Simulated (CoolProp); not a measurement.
Dimethyl ether along the isobar 28.3 MPa: Z from the reference equation and from simpler models built on Tc = 400.4 K, pc = 5.337 MPa, ω = 0.196; each cubic takes its own stable root.

Model: reference Helmholtz-energy equation of state, Wu 2011, in CoolProp.

| T (K) | phase | reference | van der Waals | Redlich-Kwong | Soave-Redlich-Kwong | Peng-Robinson |
|---|---|---|---|---|---|---|
| 358.6 | liquid | 0.6950 | 1.007 | 0.7562 | 0.7482 | 0.6684 |
| 375.2 | liquid | 0.6882 | 0.9819 | 0.7481 | 0.7427 | 0.6646 |
| 391.8 | liquid | 0.6843 | 0.9605 | 0.7430 | 0.7409 | 0.6645 |
| 408.5 | supercritical | 0.6834 | 0.9419 | 0.7407 | 0.7429 | 0.6681 |
| 425.1 | supercritical | 0.6856 | 0.9261 | 0.7410 | 0.7484 | 0.6753 |
| 441.8 | supercritical | 0.6908 | 0.9126 | 0.7439 | 0.7574 | 0.6860 |
| 458.4 | supercritical | 0.6991 | 0.9016 | 0.7490 | 0.7697 | 0.7000 |
| 475.1 | supercritical | 0.7106 | 0.8926 | 0.7564 | 0.7850 | 0.7169 |
| 491.7 | supercritical | 0.7249 | 0.8856 | 0.7656 | 0.8027 | 0.7362 |
| 508.4 | supercritical | 0.7418 | 0.8805 | 0.7765 | 0.8223 | 0.7573 |
| 525 | supercritical | 0.7606 | 0.8771 | 0.7887 | 0.8430 | 0.7793 |
